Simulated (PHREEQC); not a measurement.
# City or well water: an equilibrium model

A made-up water analysis in mg/L, 25 °C, pH 8.4, pe 0.8:

```tsv
constituent	mg/L
Na	13.1
K	7.66
Ca	14.8
Mg	0.0808
Cl	13.7
S(6) as SO4	4.13
Alkalinity as HCO3	59.8
Fe(2)	0.00967
```

Cl is adjusted to close the charge balance.
Valence states are taken as typed.

Equilibrium calculation in PHREEQC: ion-association model, phreeqc.dat.

No solid was allowed to form.

What specific conductance does the model give?

specific conductance 163 µS/cm.

In which forms is C present?

HCO3- 97 %, CO3-2 1.3 %, CO2 0.8 %, CaCO3 0.5 % of the C.
